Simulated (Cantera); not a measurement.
**Moist CO burnout**

An isothermal, constant-pressure homogeneous reactor starts with 0.300 % CO, 5.82 % O2, 0.0197 % H2O, 93.9 % N2, at 1175 K and 135 Torr.

Detailed kinetics in Cantera: GRI-Mech 3.0 (53 species, 325 reactions).

| t (s) | x CO | x O2 | x H2O | x OH | x H2 | x HO2 |
|---|---|---|---|---|---|---|
| 2.00e-5 | 0.00300 | 0.0582 | 0.000197 | <1e-12 | <1e-12 | <1e-12 |
| 5.37e-5 | 0.00300 | 0.0582 | 0.000197 | <1e-12 | <1e-12 | <1e-12 |
| 0.000144 | 0.00300 | 0.0582 | 0.000197 | <1e-12 | <1e-12 | <1e-12 |
| 0.000386 | 0.00300 | 0.0582 | 0.000197 | <1e-12 | <1e-12 | <1e-12 |
| 0.00104 | 0.00300 | 0.0582 | 0.000197 | 5.50e-12 | <1e-12 | <1e-12 |
| 0.00278 | 0.00300 | 0.0582 | 0.000197 | 3.62e-11 | <1e-12 | 3.34e-12 |
| 0.00746 | 0.00300 | 0.0582 | 0.000197 | 2.44e-10 | <1e-12 | 4.11e-11 |
| 0.0200 | 0.00300 | 0.0582 | 0.000197 | 1.96e-9 | 5.68e-12 | 6.87e-10 |
| 0.0537 | 0.00300 | 0.0582 | 0.000197 | 5.86e-8 | 3.13e-10 | 2.50e-8 |
| 0.144 | 0.00223 | 0.0576 | 0.000182 | 1.78e-5 | 9.68e-7 | 4.51e-7 |
| 0.386 | 0.000337 | 0.0569 | 0.000191 | 1.06e-5 | 3.14e-7 | 2.53e-7 |
| 1.04 | 4.43e-5 | 0.0568 | 0.000195 | 3.99e-6 | 3.80e-8 | 8.37e-8 |
| 2.78 | 5.69e-6 | 0.0568 | 0.000197 | 1.53e-6 | 4.55e-9 | 2.22e-8 |
| 7.46 | 6.59e-7 | 0.0568 | 0.000197 | 6.19e-7 | 6.23e-10 | 4.43e-9 |
| 20.0 | 5.71e-8 | 0.0568 | 0.000197 | 2.86e-7 | 1.19e-10 | 8.58e-10 |
x: mole fraction; the columns are a selection and need not sum to one.

Equilibrium at this temperature and pressure: CO 2.87e-10, O2 0.0567, H2O 0.000197, OH 1.04e-7, H2 1.47e-11, HO2 1.09e-10 (gas phase only).
